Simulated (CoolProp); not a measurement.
Vapour-liquid equilibrium of sulfur dioxide (1) + toluene (2) at 284.8 K; x and y are mole fractions of (1).

Computed with CoolProp (multi-fluid Helmholtz-energy mixture model, Gao 2016 and Lemmon 2006; pair parameters Bell 2016).

```csv
x,bubble pressure (kPa),y at the bubble point,dew pressure at overall composition x (kPa),liquid density (mol/L)
0.05,10.47,…,1.929,9.808
0.2,…,0.967,2.287,…
0.35,…,0.986,2.807,…
0.5,125.0,0.993,3.632,…
0.65,162.3,0.996,…,15.45
0.8,197.1,…,8.825,17.75
0.95,232.4,0.999,31.37,20.72
```

**Question.** Some entries are withheld; supply them.

**Answer.** 
- 0.05, y at the bubble point: 0.833
- 0.2, bubble pressure (kPa): 44.30
- 0.2, liquid density (mol/L): 10.86
- 0.35, bubble pressure (kPa): 84.63
- 0.35, liquid density (mol/L): 12.11
- 0.5, liquid density (mol/L): 13.61
- 0.65, dew pressure at overall composition x (kPa): 5.145
- 0.8, y at the bubble point: 0.998

No azeotrope shows between x = 0.05 and 0.95.

Pair parameters are fitted to limited data, so mixtures are less certain than the pure fluids. The gap from Raoult's law changes sign with composition, which may be real or a fault of the pair parameters; it wasn't checked against measurements.
